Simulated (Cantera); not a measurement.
## Hydrocarbon pyrolysis for carbon deposition

An isothermal, constant-pressure homogeneous reactor starts with 80.0 % CH₄, 20.0 % H₂, at 1398 K and 1.01 bar.

Cantera simulation using GRI-Mech 3.0 (53 species, 325 reactions); the numbers are that mechanism's predictions, not measurements. GRI-Mech 3.0 stops at C3 and has no aromatics, soot or wall deposition, so with more carbon than oxygen in the feed, carbon stays in small species such as C2H2 where larger ones or solid carbon would form.

```
t (s)     x CH₄   x H₂    x C₂H₂     x C₂H    x CH₃
--------  -----  -----  --------  --------  -------
3.00e-6   0.800  0.200    <1e-12    <1e-12  3.09e-7
1.33e-5   0.800  0.200    <1e-12    <1e-12  1.38e-6
5.91e-5   0.800  0.200    <1e-12    <1e-12  6.11e-6
0.000262  0.800  0.200  3.30e-11    <1e-12  2.36e-5
0.00116   0.800  0.200   7.57e-9    <1e-12  4.01e-5
0.00516   0.799  0.200   5.12e-7    <1e-12  4.79e-5
0.0229    0.797  0.202   3.65e-5    <1e-12  6.13e-5
0.102     0.784  0.211   0.00130  5.10e-12  6.36e-5
0.451     0.725  0.252    0.0142  5.53e-11  5.88e-5
2.00      0.548  0.378    0.0543  2.26e-10  4.77e-5
```
x: mole fraction; the columns are a selection and need not sum to one.

Equilibrium at this temperature and pressure: CH₄ 0.332, H₂ 0.528, C₂H₂ 0.0960, C₂H 5.97e-10, CH₃ 4.33e-5 (gas phase only).
